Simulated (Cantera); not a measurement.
A freely propagating, adiabatic, planar premixed flame of 17.0 % H2, 16.0 % O2, 60.3 % N2, 6.63 % H2O, equivalence ratio 0.53, unburnt at 550 K and 0.133 bar; mixture-averaged transport, grid criteria slope 0.08 and curve 0.16, no radiation.

Cantera simulation using the H2/O2 subset of GRI-Mech 3.0, which has no nitrogen chemistry; the numbers are that mechanism's predictions, not measurements. Burning velocities carry a grid error of a few per cent, more on coarse grids. Lean hydrogen flames are cellular in practice and burn faster than this planar one.

Predict: laminar burning velocity; thermal thickness; peak x(OH); peak x(O); peak x(H).


```json
{
  "laminar_burning_velocity": "278 cm/s",
  "thermal_thickness": "5.30 mm",
  "peak x(OH)": "0.00825",
  "peak x(O)": "0.0100",
  "peak x(H)": "0.0251"
}
```
